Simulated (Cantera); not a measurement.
A Cantera script and its output.

```python
import numpy as np
import cantera as ct

gas = ct.Solution("h2o2.yaml")
gas.TPX = 600, 290000, {'H2': 1, 'O2': 0.515, 'N2': 1.94}
flame = ct.FreeFlame(gas, width=0.019)
flame.set_refine_criteria(ratio=3, slope=0.08, curve=0.16)
flame.transport_model = "mixture-averaged"
flame.solve(loglevel=0, auto=True)
z, T = flame.grid, flame.T
thick = (T[-1] - T[0]) / np.gradient(T, z).max()
show = ['H2', 'O2', 'H', 'O', 'H2O', 'HO2']
print(f"laminar burning velocity  {flame.velocity[0] * 100:.3f} cm/s")
print(f"burnt temperature         {T[-1]:.1f} K")
print(f"thermal thickness         {thick * 1e3:.4f} mm")
print(f"grid points               {len(z)}")
z0 = z[flame.heat_release_rate.argmax()]
print(f"{'z/mm':>9s}{'T/K':>9s}{'u/(m/s)':>9s}" + "".join(f"{s:>11s}" for s in show))
rows = []
for k in (-3, -2, -1.5, -1, -0.5, -0.25, 0, 0.25, 0.5, 1, 2, 4, 8):
    zz = z0 + k * thick
    rows.append([k * thick, np.interp(zz, z, T), np.interp(zz, z, flame.velocity),
                 *(np.interp(zz, z, flame.X[gas.species_index(s)]) for s in show)])
    print(f"{rows[-1][0] * 1e3:9.3f}{rows[-1][1]:9.1f}{rows[-1][2]:9.3f}" + "".join(f"{x:11.3e}" for x in rows[-1][3:]))
```

Result:

```
laminar burning velocity  720.802 cm/s
burnt temperature         2555.5 K
thermal thickness         0.1182 mm
grid points               113
     z/mm      T/K  u/(m/s)         H2         O2          H          O        H2O        HO2
   -0.354    600.0    7.208  2.894e-01  1.491e-01  1.266e-15  2.411e-14  1.723e-11  4.617e-12
   -0.236    600.0    7.208  2.894e-01  1.491e-01  4.867e-13  8.393e-12  2.430e-09  9.271e-10
   -0.177    600.0    7.208  2.894e-01  1.491e-01  1.035e-11  1.252e-10  2.469e-08  1.100e-08
   -0.118    600.1    7.206  2.891e-01  1.491e-01  3.239e-09  6.947e-09  9.309e-07  5.607e-07
   -0.059    620.3    7.379  2.813e-01  1.501e-01  5.548e-05  6.326e-06  7.980e-04  3.120e-04
   -0.030    858.8    9.901  2.420e-01  1.453e-01  3.611e-03  3.339e-04  2.225e-02  5.080e-04
    0.000   1328.9   14.797  1.495e-01  1.076e-01  2.375e-02  4.471e-03  1.070e-01  2.278e-04
    0.030   1668.7   18.335  7.191e-02  5.481e-02  3.968e-02  9.947e-03  1.999e-01  1.001e-04
    0.059   1841.9   20.095  4.837e-02  3.460e-02  3.823e-02  1.113e-02  2.340e-01  5.476e-05
    0.118   2017.9   21.796  4.101e-02  2.642e-02  2.857e-02  9.532e-03  2.517e-01  3.286e-05
    0.236   2184.9   23.338  3.611e-02  2.198e-02  1.849e-02  6.789e-03  2.665e-01  2.014e-05
    0.473   2329.3   24.620  2.964e-02  1.799e-02  1.084e-02  4.350e-03  2.817e-01  1.190e-05
    0.945   2441.6   25.587  2.277e-02  1.460e-02  5.940e-03  2.610e-03  2.955e-01  7.258e-06
```

Model: the H2/O2 subset of GRI-Mech 3.0, which has no nitrogen chemistry, integrated in Cantera. The hydrogen kinetics of GRI-Mech 3.0 are dated; newer H2 mechanisms differ, most at raised pressure. Burning velocities carry a grid error of a few per cent, more on coarse grids.
